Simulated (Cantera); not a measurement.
Source: NASA polynomial tables (part measured, part estimated), evaluated in Cantera. Values are per mole of reaction as written; species without (g) are pure solids or liquids, kept so even where they would boil at 1 bar.

Ca + Br₂(g) → CaBr₂, with ΔH° = -714.1 kJ and ΔS° = -158.2 J/K at 300 K.

How far is the shortcut ΔG° ≈ ΔH°(300 K) − T·ΔS°(300 K) from the full temperature-dependent value at 375, 450, 525, 600, 675 K?


```
T (K)  shortcut (kJ)  full (kJ)  difference (kJ)  difference in log10 K
-----  -------------  ---------  ---------------  ---------------------
375           -654.8     -654.9              0.1                  -0.02
450           -642.9     -643.4              0.4                  -0.05
525           -631.1     -632.0              1.0                  -0.09
600           -619.2     -620.8              1.6                  -0.14
675           -607.3     -609.7              2.4                  -0.18
```
The shortcut ignores the heat-capacity change of the reaction.
